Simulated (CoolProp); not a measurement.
Ethylene along the isobar 53 bar: fugacity coefficient from the reference equation and from simpler models built on Tc = 9.2 °C, pc = 50.42 bar, ω = 0.087; each cubic takes its own stable root.

Model: reference Helmholtz-energy equation of state, Smukala 2000, in CoolProp.

```tsv
T (°C)	phase	reference
-24.65	liquid	0.3627
0.55	liquid	0.5678
25.75	supercritical	0.7139
50.95	supercritical	0.7814
76.15	supercritical	0.8291
101.25	supercritical	0.8648
126.45	supercritical	0.8924
151.65	supercritical	0.9140
176.85	supercritical	0.9313
```

How far does each simpler model (van der Waals, Redlich-Kwong, Soave-Redlich-Kwong, Peng-Robinson) lie from the reference over these 9 states: mean and median of the absolute difference, and the worst?


- van der Waals: mean 5.7 %, median 2.0 %, worst +30.8 % at -24.65 °C and 53 bar
- Redlich-Kwong: mean 1.4 %, median 0.9 %, worst +5.2 % at -24.65 °C and 53 bar
- Soave-Redlich-Kwong: mean 0.7 %, median 0.5 %, worst +2.1 % at -24.65 °C and 53 bar
- Peng-Robinson: mean 2.3 %, median 2.3 %, worst -3.4 % at 25.75 °C and 53 bar
